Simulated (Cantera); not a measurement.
Input: 1 mol BN, 0.021 mol N2, at 2602 °C and 31.0 Pa.

Equilibrium computed with Cantera from the NASA thermochemical tables; the gas is ideal and each condensed phase is pure. Candidate condensed phases: B, BN; 5 gas species. The numbers say what is thermodynamically allowed, not how fast it happens.

Base state: B 0.656, N2 0.342, BN 0.00150, N 0.000200, B2 4.58e-5 (mole fractions); condensed: gas only.

### Question
What changes in the equilibrium state with this change: 1.3 mol O2 added?

### Answer
| species | before | after |
|---|---|---|
| O | 0 | 0.478 |
| BO | 0 | 0.310 |
| N2 | 0.342 | 0.171 |
| B | 0.656 | 1.30e-5 |
| BO2 | 0 | 0.0225 |
| O2 | 0 | 0.0135 |
| NO | 0 | 0.00481 |
| B2O3 | 0 | 0.000422 |
| BN | 0.00150 | 2.10e-8 |
Further candidate phases: B2O3.
